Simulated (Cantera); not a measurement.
A closed system holds: 1 mol (CH₃)₂SiCl₂, 290 mol H₂, 0.014 mol C₂H₂, at 0.0133 bar.

Method: chemical equilibrium by Gibbs-energy minimisation in Cantera with the NASA 1993 tables (ideal gas, pure condensed phases). Candidate condensed phases: C, C₆H₆, C₇H₈, C₈H₁₈, Si, SiC; 109 gas species. The feed counts by its element totals alone. Gases not in the tables: Si₂H₆ and higher silanes. Equilibrium is a limit: real reactors are often held back by kinetics, nucleation or transport.

Problem. What share of the Si ends up in condensed phases as a function of T (K), at 1498, 1648, 1798, 1948, 2098, 2248, 2398, 2548?

Solution. 
| T (K) | Si condensed (%) | as |
|---|---|---|
| 1498 | 100.0 | SiC(s) |
| 1648 | 99.9 | SiC(s) |
| 1798 | 99.7 | SiC(s) |
| 1948 | 97.0 | SiC(s) |
| 2098 | 71.7 | SiC(s) |
| 2248 | 0.0 | - |
| 2398 | 0.0 | - |
| 2548 | 0.0 | - |
